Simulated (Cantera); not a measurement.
Cantera run:

```python
import numpy as np
import cantera as ct

gas_names = """
    CL CL2 H HCL H2 N NH NH2 NH3 N2 N2H2 N2H4 Si SiCL SiCL2 SiCL3 SiCL4 SiH SiHCL3 SiH2 SiH2CL2 SiH3
    SiH3CL SiH4 SiN Si2 Si2N Si3
""".split()
cond_names = """
    NH4CL(a) NH4CL(b) Si(cr) Si(L) Si3N4(a)
""".split()


# ... load() reads the species with a 1 bar reference pressure and builds the phases ...
atoms = {
    'SiCl4': {'Si': 1, 'CL': 4},
    'N2': {'N': 2},
    'H2': {'H': 2},
}
top_T = {'Si3N4(a)': 2400}  # K; cautious upper limits of use, not melting points


# ... equilibrate(T, P, feed) seeds the gas with the atoms and calls Mixture.equilibrate('TP', solver="vcs", rtol=1e-11, max_steps=5000) ...
results = []
feed = {'SiCl4': 1, 'N2': 20, 'H2': 0.2}  # mol
P = 1333.22  # Pa
for T in [1198, 1248, 1298, 1348, 1398, 1448, 1498, 1548, 1598]:
    mix = equilibrate(T, P, feed)
    results.append((T, P, feed, dict(zip(mix.species_names, mix.species_moles))))
    x = sorted(zip(gas.X, gas.species_names), reverse=True)
    print(f"T = {T:g} K  P = {P:g} Pa  gas = {mix.phase_moles(0):.4g} mol")
    print("   x: " + "  ".join(f"{s} {v:.3e}" for v, s in x if v > 1e-05))
    print("   condensed (mol): " + ("  ".join(f"{mix.phase(i).name} {mix.phase_moles(i):.4g}"
          for i in range(1, mix.n_phases) if mix.phase_moles(i) > 1e-12) or "none"))
```

It prints:

```
T = 1198 K  P = 1333.22 Pa  gas = 21.25 mol
   x: N2 9.385e-01  SiCL4 4.127e-02  HCL 1.816e-02  SiCL3 1.371e-03  SiCL2 4.028e-04  H2 3.202e-04  SiHCL3 1.958e-05
   condensed (mol): Si3N4(a) 0.02828
T = 1248 K  P = 1333.22 Pa  gas = 21.28 mol
   x: N2 9.378e-01  SiCL4 3.988e-02  HCL 1.816e-02  SiCL3 2.595e-03  SiCL2 1.218e-03  H2 3.057e-04  SiHCL3 2.363e-05
   condensed (mol): Si3N4(a) 0.02325
T = 1298 K  P = 1333.22 Pa  gas = 21.33 mol
   x: N2 9.364e-01  SiCL4 3.726e-02  HCL 1.813e-02  SiCL3 4.546e-03  SiCL2 3.316e-03  H2 2.971e-04  SiHCL3 2.756e-05
   condensed (mol): Si3N4(a) 0.01232
T = 1348 K  P = 1333.22 Pa  gas = 21.4 mol
   x: N2 9.348e-01  SiCL4 3.441e-02  HCL 1.825e-02  SiCL3 6.377e-03  SiCL2 5.935e-03  H2 2.125e-04  SiHCL3 2.274e-05  CL 2.091e-05
   condensed (mol): none
T = 1398 K  P = 1333.22 Pa  gas = 21.4 mol
   x: N2 9.346e-01  SiCL4 3.402e-02  HCL 1.851e-02  SiCL3 6.835e-03  SiCL2 5.866e-03  H2 8.572e-05  CL 6.749e-05  SiHCL3 1.106e-05
   condensed (mol): none
T = 1448 K  P = 1333.22 Pa  gas = 21.4 mol
   x: N2 9.344e-01  SiCL4 3.368e-02  HCL 1.861e-02  SiCL3 7.271e-03  SiCL2 5.768e-03  CL 2.015e-04  H2 3.610e-05
   condensed (mol): none
T = 1498 K  P = 1333.22 Pa  gas = 21.41 mol
   x: N2 9.341e-01  SiCL4 3.324e-02  HCL 1.865e-02  SiCL3 7.727e-03  SiCL2 5.736e-03  CL 5.549e-04  H2 1.626e-05
   condensed (mol): none
T = 1548 K  P = 1333.22 Pa  gas = 21.43 mol
   x: N2 9.333e-01  SiCL4 3.250e-02  HCL 1.865e-02  SiCL3 8.270e-03  SiCL2 5.892e-03  CL 1.401e-03
   condensed (mol): none
T = 1598 K  P = 1333.22 Pa  gas = 21.47 mol
   x: N2 9.316e-01  SiCL4 3.116e-02  HCL 1.862e-02  SiCL3 8.994e-03  SiCL2 6.426e-03  CL 3.203e-03  CL2 1.160e-05
   condensed (mol): none
```

Cantera equilibrium calculation (NASA polynomials, part measured and part estimated; ideal gas, pure solids and liquids). N2 is the only nitrogen source here; it is nearly inert below about 1500 K, so the nitride shown seldom forms there in practice. The tables' values for SiCl3 are old estimates; treat these amounts as uncertain.
